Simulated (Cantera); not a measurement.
Charge: 1 mol c-C4F8, 0.032 mol HCl, equilibrated at 1.60 mbar.

Equilibrium computed with Cantera from the NASA thermochemical tables; the gas is ideal and each condensed phase is pure. Candidate condensed phases: C, C6H6, C7H8, C8H18; 118 gas species. The feed counts by its element totals alone. Gases not in the tables: C2F6 and larger saturated fluorocarbons. Kinetics and transport are ignored.

x: gas mole fraction; n: condensed amount in mol.

```json
[
 {"T (°C)": "1075", "x CF4": "0.970", "x F": "1.40e-5", "x CF2": "8.38e-5", "x C3": "<1e-12", "x CF": "5.01e-10", "x C": "<1e-12", "x C2": "<1e-12", "x HF": "0.0154", "x Cl": "0.0131", "x CF3": "1.97e-5", "n C(graphite)": "2.01"},
 {"T (°C)": "1275", "x CF4": "0.966", "x F": "0.000537", "x CF2": "0.00210", "x C3": "<1e-12", "x CF": "1.34e-7", "x C": "<1e-12", "x C2": "<1e-12", "x HF": "0.0155", "x Cl": "0.0152", "x CF3": "0.000269", "n C(graphite)": "2.01"},
 {"T (°C)": "1475", "x CF4": "0.934", "x F": "0.00890", "x CF2": "0.0245", "x C3": "1.39e-11", "x CF": "9.85e-6", "x C": "3.80e-11", "x C2": "1.14e-12", "x HF": "0.0153", "x Cl": "0.0152", "x CF3": "0.00196", "n C(graphite)": "1.99"},
 {"T (°C)": "1675", "x CF4": "0.733", "x F": "0.0785", "x CF2": "0.153", "x C3": "4.65e-9", "x CF": "0.000280", "x C": "6.02e-9", "x C2": "3.90e-10", "x HF": "0.0134", "x Cl": "0.0134", "x CF3": "0.00802", "n C(graphite)": "1.87"},
 {"T (°C)": "1875", "x CF4": "___", "x F": "___", "x CF2": "___", "x C3": "___", "x CF": "___", "x C": "___", "x C2": "___", "x HF": "___", "x Cl": "___", "x CF3": "___", "n C(graphite)": "___"},
 {"T (°C)": "2075", "x CF4": "0.00718", "x F": "0.694", "x CF2": "0.272", "x C3": "2.49e-5", "x CF": "0.0138", "x C": "1.12e-5", "x C2": "2.23e-6", "x HF": "0.00517", "x Cl": "0.00517", "x CF3": "0.00264", "n C(graphite)": "2.17"},
 {"T (°C)": "2275", "x CF4": "0.000103", "x F": "0.861", "x CF2": "0.0969", "x C3": "0.000646", "x CF": "0.0325", "x C": "0.000199", "x C2": "6.01e-5", "x HF": "0.00436", "x Cl": "0.00437", "x CF3": "0.000268", "n C(graphite)": "3.03"},
 {"T (°C)": "2475", "x CF4": "1.50e-6", "x F": "0.891", "x CF2": "0.0296", "x C3": "0.0103", "x CF": "0.0580", "x C": "0.00231", "x C2": "0.000993", "x HF": "0.00400", "x Cl": "0.00405", "x CF3": "2.41e-5", "n C(graphite)": "3.03"},
 {"T (°C)": "2675", "x CF4": "___", "x F": "0.776", "x CF2": "___", "x C3": "___", "x CF": "___", "x C": "___", "x C2": "___", "x HF": "___", "x Cl": "0.00349", "x CF3": "___", "n C(graphite)": "0"},
 {"T (°C)": "2875", "x CF4": "3.38e-10", "x F": "0.773", "x CF2": "0.00134", "x C3": "0.0870", "x CF": "0.0555", "x C": "0.0561", "x C2": "0.0196", "x HF": "0.00241", "x Cl": "0.00333", "x CF3": "1.24e-7", "n C(graphite)": "0"}
]
```

**Question.** What belongs in the gaps?

**Answer.** 
- 1875, x CF4: 0.212
- 1875, x F: 0.356
- 1875, x CF2: 0.401
- 1875, x C3: 5.13e-7
- 1875, x CF: 0.00326
- 1875, x C: 3.70e-7
- 1875, x C2: 4.44e-8
- 1875, x HF: 0.00820
- 1875, x Cl: 0.00820
- 1875, x CF3: 0.0115
- 1875, n C(graphite): 1.55
- 2675, x CF4: 1.93e-8
- 2675, x CF2: 0.00733
- 2675, x C3: 0.101
- 2675, x CF: 0.0779
- 2675, x C: 0.0186
- 2675, x C2: 0.0105
- 2675, x HF: 0.00322
- 2675, x CF3: 1.76e-6
